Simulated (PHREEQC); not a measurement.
Consider water at 20 °C with 2.3 mol/kgw NaOH, 0.34 mol/kgw CaCl2 and 0.26 mol/kgw NaCl. Closed to the air; pH follows from the charge balance.

Equilibrium calculation in PHREEQC: Pitzer model, pitzer.dat.

The ionic strength comes out as 3.58 mol/kgw. What activity coefficients do OH-, Na+, Ca+2, Cl- get?

OH- 0.44, Na+ 0.89, Ca+2 0.019, Cl- 0.57. Single-ion values are on the MacInnes scale.

No solid was allowed to form. Saturation is exceeded, for instance for Portlandite; the values hold only as long as no solid forms. Complexes and solids missing from the database can't appear. In brines, pH and single-ion activities rest on the MacInnes convention.
